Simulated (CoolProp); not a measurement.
Vapour-liquid equilibrium of isohexane (1) + benzene (2) at 458 K; x and y are mole fractions of (1).

Values from CoolProp's multi-fluid Helmholtz-energy mixture model, Lemmon 2006 and Thol 2012; pair parameters Bell 2016.

| x | bubble pressure, mixture model (MPa) | bubble pressure, Raoult's law (MPa) | y, mixture model | y, Raoult's law |
|---|---|---|---|---|
| 0.05 | 1.174 | 1.145 | 0.085 | 0.072 |
| 0.15 | 1.269 | 1.199 | 0.222 | 0.207 |
| 0.25 | 1.347 | 1.253 | 0.332 | 0.331 |
| 0.35 | 1.411 | 1.307 | 0.429 | 0.444 |
| 0.45 | 1.466 | 1.361 | 0.518 | 0.548 |
| 0.55 | 1.512 | 1.415 | 0.604 | 0.645 |
| 0.65 | 1.553 | 1.469 | 0.689 | 0.734 |
| 0.75 | 1.588 | 1.523 | 0.775 | 0.817 |
| 0.85 | 1.619 | 1.577 | 0.864 | 0.894 |
| 0.95 | 1.646 | 1.631 | 0.954 | 0.966 |

The largest gap from Raoult's law is +8.0 % in bubble pressure, at x = 0.35. No azeotrope shows between x = 0.05 and 0.95.

Pair parameters are fitted to limited data, so mixtures are less certain than the pure fluids.
